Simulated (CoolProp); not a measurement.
Vapour pressure (bar) of carbon dioxide: the reference equation beside estimates from Tc = 304.1 K, pc = 73.77 bar, ω = 0.224. Clausius-Clapeyron is anchored at 251.8 K with a constant enthalpy of vaporisation of 12.56 kJ/mol.

The numbers come from the reference Helmholtz-energy equation of state, Span 1996 in CoolProp.

```csv
T (K),reference,Lee-Kesler,Clausius-Clapeyron,van der Waals,Redlich-Kwong,Soave-Redlich-Kwong
241.1,13.32,13.30,14.47,27.11,17.00,13.36
246.4,15.90,15.87,16.56,29.98,19.84,15.97
251.8,18.89,18.84,18.89,33.09,23.05,18.99
257.1,22.20,22.13,21.38,36.32,26.52,22.34
262.4,25.93,25.83,24.07,39.75,30.34,26.11
267.7,30.08,29.96,26.98,43.38,34.51,30.33
273,34.71,34.57,30.10,47.20,39.04,35.02
278.3,39.85,39.69,33.45,51.22,43.96,40.21
```

Absolute difference from the reference over all 8 rows, mean and median: Lee-Kesler 0.3 and 0.4 %, Clausius-Clapeyron 7.9 and 7.9 %, van der Waals 61.6 and 58.5 %, Redlich-Kwong 18.6 and 18.2 %, Soave-Redlich-Kwong 0.7 and 0.7 %.
